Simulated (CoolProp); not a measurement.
A simple Rankine cycle with dimethyl ether: condensing at 304.15 K, boiler at 1.91 MPa, turbine inlet 347.6 K, turbine efficiency 0.75, pump efficiency 0.6, no recuperator. Each further row changes one setting.

Model: reference Helmholtz-energy equation of state, Wu 2011, in CoolProp.

```csv
case,thermal efficiency (%),net work (kJ/kg),heat in (kJ/kg),turbine exit temperature (K),volume ratio over the turbine
as stated,7.6,32.2,424,304.7,2.79
turbine inlet 367.6 K,7.8,36.6,468,327.1,2.73
condensing temperature 296.15 K,9.0,39.8,444,296.5,3.48
boiler pressure 1.34 MPa,5.3,23.7,446,322.3,1.90
turbine efficiency 0.65,6.5,27.5,424,307.3,2.83
```
